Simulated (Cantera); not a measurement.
An isothermal, constant-pressure homogeneous reactor starts with NO : N₂ = 1 : 0.43 (molar parts), at 1725 K and 20.0 Torr.

Computed with Cantera and GRI-Mech 3.0 (53 species, 325 reactions). Radical loss at walls, strong at low pressure, is not modelled.

Task: Predict: x(NO) at 80.0 s; x(O) at 80.0 s; x(O₂) at 80.0 s; x(NO₂) at 80.0 s; x(N₂O) at 80.0 s; x(N₂) at 80.0 s.

Result: 
```
Item                                                 Result
----------------  -----------------------------------------
x(NO) at 80.0 s       0.470 (gas-phase equilibrium 0.00373)
x(O) at 80.0 s    0.000129 (gas-phase equilibrium 0.000211)
x(O₂) at 80.0 s         0.114 (gas-phase equilibrium 0.348)
x(NO₂) at 80.0 s   0.000162 (gas-phase equilibrium 2.31e-6)
x(N₂O) at 80.0 s    6.69e-5 (gas-phase equilibrium 3.22e-8)
x(N₂) at 80.0 s         0.415 (gas-phase equilibrium 0.648)
```
